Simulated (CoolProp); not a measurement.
Hydrogen chloride along the isotherm 24.85 °C: density (kg/m³) from the reference equation and from simpler models built on Tc = 51.5 °C, pc = 8.314 MPa, ω = 0.130; each cubic takes its own stable root.

The numbers come from the reference Helmholtz-energy equation of state, Thol 2018 in CoolProp.

```tsv
p (MPa)	phase	reference	ideal gas	van der Waals	Redlich-Kwong	Soave-Redlich-Kwong	Peng-Robinson
0.32	gas	4.801	4.709	4.777	4.790	4.792	4.799
0.64	gas	9.797	9.418	9.697	9.753	9.759	9.791
0.959	gas	14.99	14.11	14.76	14.89	14.90	14.98
1.28	gas	20.46	18.84	20.02	20.26	20.29	20.43
1.6	gas	26.19	23.54	25.45	25.86	25.90	26.13
1.92	gas	32.23	28.25	31.10	31.71	31.78	32.12
2.24	gas	38.63	32.96	36.97	37.85	37.96	38.44
2.56	gas	45.44	37.67	43.11	44.33	44.49	45.14
2.88	gas	52.75	42.38	49.53	51.19	51.42	52.29
3.2	gas	60.65	47.09	56.30	58.50	58.82	59.95
3.52	gas	69.30	51.80	63.46	66.35	66.78	68.24
3.84	gas	78.90	56.51	71.08	74.85	75.45	77.31
4.16	gas	89.78	61.22	79.27	84.18	85.01	87.36
```
